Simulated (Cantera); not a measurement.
Input: 1 mol CCl₄, 0.013 mol HCl, 0.39 mol H₂, 0.19 mol Si, at 240 Torr.

These are equilibrium values from Cantera (NASA tables, ideal gas, pure condensed phases), not measurements of a reactor. Candidate condensed phases: C, C₆H₆, C₇H₈, C₈H₁₈, Si, SiC; 109 gas species. The numbers say what is thermodynamically allowed, not how fast it happens. All values below are at 1227 °C.

Base state: Cl₂ 0.499, HCl 0.345, SiCl₄ 0.0827, Cl 0.0730, CCl₄ 1.62e-5 (mole fractions); condensed: C(graphite).

Task: What changes in the equilibrium state with this change: pressure from 240 Torr to 750 Torr?

Result: 
```csv
species,before,after
Cl₂,0.499,0.523
HCl,0.345,0.351
SiCl₄,0.0827,0.0840
Cl,0.0730,0.0422
CCl₄,1.62e-5,5.57e-5
"C(graphite), mol",1.000,1.000
```
